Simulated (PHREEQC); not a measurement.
HF is added in steps, without added water, to 1 kg of water holding 0.0057 mol KHCO3, 0.024 mol NaF and 0.26 mol KCl, at 64 °C. Oxygen alone is held at its pressure in air (log pO2 = -0.68). The system is closed to CO2. Only these solids could form: Halite, Nahcolite, Natron.

Base run: PHREEQC, ion-association model, wateq4f.dat. Each further column changes one thing. The table gives pH.

```
HF added (mol)  base  KCl replaced by CdCl2 at the same molality  KHCO3 from 0.0057 to 0.00114 mol/kgw  diluted 2-fold with water  no solid may form
--------------  ----  ------------------------------------------  ------------------------------------  -------------------------  -----------------
0               7.78                                        4.55                                  7.72                       7.84               7.78
0.0068          4.70                                        4.37                                  3.99                       3.96               4.70
0.0136          3.92                                        3.88                                  3.64                       3.52               3.92
0.017           3.76                                        3.73                                  3.53                       3.40               3.76
0.0238          3.55                                        3.52                                  3.37                       3.23               3.55
0.0306          3.40                                        3.37                                  3.25                       3.11               3.40
0.0374          3.29                                        3.26                                  3.16                       3.01               3.29
0.0442          3.20                                        3.17                                  3.08                       2.93               3.20
0.051           3.13                                        3.10                                  3.01                       2.86               3.13
0.0544          3.09                                        3.06                                  2.98                       2.83               3.09
0.0612          3.03                                        3.00                                  2.92                       2.78               3.03
0.068           2.98                                        2.95                                  2.87                       2.73               2.98
```

At this temperature some constants are extrapolated from 25 °C, and those without enthalpy data are left unchanged. Solids allowed in the column 'KCl replaced by CdCl2 at the same molality': Cd(OH)2, Otavite, CdOHCl, Halite, Nahcolite, Natron, CdF2.
